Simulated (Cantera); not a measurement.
What does this Cantera script print?

```python
import numpy as np
import cantera as ct

gas = ct.Solution("gri30.yaml")
gas.TPX = 1125, 600, {'H2': 0.42, 'O2': 1, 'H2O': 0.0035}
reactor = ct.IdealGasConstPressureReactor(gas, energy="off", clone=False)
net = ct.ReactorNet([reactor])
net.rtol, net.atol = 1e-08, 1e-18
show = ['H2', 'O2', 'HO2', 'H2O', 'H', 'O', 'OH']
times = np.geomspace(6e-05, 7, 9)

steps = ct.SolutionArray(gas, extra=["t"])
rows = []
print(f"{'t/s':>10s}{'T/K':>9s}{'P/Pa':>11s}" + "".join(f"{s:>11s}" for s in show))
for t in times:
    while net.time < t:
        t_next = net.step()
        steps.append(gas.state, t=t_next)
    rows.append([np.interp(t, steps.t, y) for y in (steps.T, steps.P, *steps(*show).X.T)])
    print(f"{t:10.3e}{rows[-1][0]:9.1f}{rows[-1][1]:11.4g}" + "".join(f"{x:11.3e}" for x in rows[-1][2:]))
rate = np.gradient(steps.T, steps.t)
print("integrator steps:", len(steps.t))
if steps.T.max() > steps.T[0] + 200:
    print(f"time of steepest temperature rise: {steps.t[rate.argmax()]:.4e} s")
gas.TPX = 1125, 600, {'H2': 0.42, 'O2': 1, 'H2O': 0.0035}
gas.equilibrate("TP")
print(f"equilibrium (TP): T = {gas.T:.1f} K  " + "  ".join(f"{s} {gas[s].X[0]:.3e}" for s in show))
```

It prints:

```
       t/s      T/K       P/Pa         H2         O2        HO2        H2O          H          O         OH
 6.000e-05   1125.0        600  2.950e-01  7.025e-01  1.131e-09  2.459e-03  1.070e-09  1.458e-10  1.073e-10
 2.579e-04   1125.0        600  2.950e-01  7.025e-01  4.865e-09  2.459e-03  6.671e-09  2.235e-09  1.212e-09
 1.109e-03   1125.0        600  2.950e-01  7.025e-01  2.254e-08  2.460e-03  7.033e-07  2.858e-07  1.442e-07
 4.767e-03   1125.0        600  2.360e-02  5.652e-01  5.000e-06  2.069e-01  1.267e-01  6.712e-02  1.041e-02
 2.049e-02   1125.0        600  1.288e-02  5.906e-01  5.944e-06  2.652e-01  7.199e-02  5.093e-02  8.370e-03
 8.810e-02   1125.0        600  2.475e-03  6.418e-01  5.920e-06  3.387e-01  4.866e-03  8.372e-03  3.746e-03
 3.788e-01   1125.0        600  8.552e-05  6.505e-01  1.205e-06  3.484e-01  3.031e-05  2.860e-04  6.927e-04
 1.628e+00   1125.0        600  5.916e-06  6.509e-01  1.284e-07  3.489e-01  5.783e-07  2.043e-05  1.855e-04
 7.000e+00   1125.0        600  7.994e-07  6.510e-01  2.064e-08  3.489e-01  2.968e-08  2.824e-06  6.896e-05
integrator steps: 1653
equilibrium (TP): T = 1125.0 K  H2 1.355e-08  O2 6.510e-01  HO2 6.692e-09  H2O 3.490e-01  H 6.721e-11  O 4.839e-08  OH 9.019e-06
```

Cantera simulation using GRI-Mech 3.0 (53 species, 325 reactions); the numbers are that mechanism's predictions, not measurements. Radical loss at walls, strong at low pressure, is not modelled. The temperature is held fixed by assumption; the heat of reaction is taken as removed at once.
